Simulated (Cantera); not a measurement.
An adiabatic, constant-volume homogeneous reactor starts with CO : H2 : CH4 : O2 : N2 = 1 : 0.36 : 0.17 : 0.85 : 2.89 (molar parts), at 1600 K and 15.0 bar.

Cantera simulation using GRI-Mech 3.0 (53 species, 325 reactions); the numbers are that mechanism's predictions, not measurements. The pressure lies above the range GRI-Mech 3.0 was tuned for (to about 10 atm). Above 3000 K some thermodynamic fits are extrapolated.

x: mole fraction; the columns are a selection and need not sum to one.

| t (s) | T (K) | P (bar) | x CO | x H2 | x CH4 | x NO | x C2H2 | x OH |
|---|---|---|---|---|---|---|---|---|
| 1.00e-6 | 1601 | 15.0 | 0.190 | 0.0682 | 0.0321 | 5.21e-12 | 8.40e-12 | 1.11e-5 |
| 2.77e-6 | ___ | 17.0 | 0.191 | ___ | ___ | ___ | ___ | ___ |
| 7.65e-6 | 3278 | 29.2 | 0.119 | 0.0144 | <1e-12 | 0.00447 | <1e-12 | 0.0238 |
| 2.11e-5 | 3261 | 29.0 | 0.120 | 0.0147 | <1e-12 | 0.0127 | <1e-12 | 0.0224 |
| 5.85e-5 | 3253 | 28.9 | 0.120 | 0.0149 | <1e-12 | 0.0160 | <1e-12 | 0.0218 |
| 0.000162 | 3253 | 28.9 | 0.120 | 0.0149 | <1e-12 | 0.0161 | <1e-12 | 0.0218 |
| 0.000447 | 3253 | 28.9 | 0.120 | 0.0149 | <1e-12 | 0.0161 | <1e-12 | 0.0218 |
| 0.00124 | 3253 | 28.9 | 0.120 | 0.0149 | <1e-12 | 0.0161 | <1e-12 | 0.0218 |
| 0.00342 | 3253 | 28.9 | 0.120 | 0.0149 | <1e-12 | 0.0161 | <1e-12 | 0.0218 |
| 0.00946 | 3253 | 28.9 | 0.120 | 0.0149 | <1e-12 | 0.0161 | <1e-12 | 0.0218 |
| 0.0262 | 3253 | 28.9 | 0.120 | 0.0149 | <1e-12 | 0.0161 | <1e-12 | 0.0218 |
| 0.0723 | 3253 | 28.9 | 0.120 | 0.0149 | <1e-12 | 0.0161 | <1e-12 | 0.0218 |
| 0.200 | 3253 | 28.9 | 0.120 | 0.0149 | <1e-12 | 0.0161 | <1e-12 | 0.0218 |

### Question
Complete the blanks.

### Answer

- 2.77e-6, T (K): 1815
- 2.77e-6, x H2: 0.0591
- 2.77e-6, x CH4: 0.0214
- 2.77e-6, x NO: 2.86e-8
- 2.77e-6, x C2H2: 1.38e-5
- 2.77e-6, x OH: 0.000595
